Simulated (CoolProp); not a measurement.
Vapour-liquid equilibrium of n-butane (1) + trans-2-butene (2) at 57.45 °C; x and y are mole fractions of (1).

Model: multi-fluid Helmholtz-energy mixture model, Bücker 2006 and Lemmon 2005; pair parameters Bell 2016, in CoolProp.

### Question
Give the bubble pressure and the first vapour's composition at x = 0.05, 0.275, 0.8. Is there an azeotrope?

### Answer
x = 0.05: 5.872 bar, y = 0.054; x = 0.275: 5.959 bar, y = 0.283; x = 0.8: 6.009 bar, y = 0.799. y crosses x between x = 0.65 and 0.725: the model has an azeotrope there.

Pair parameters are fitted to limited data, so mixtures are less certain than the pure fluids.
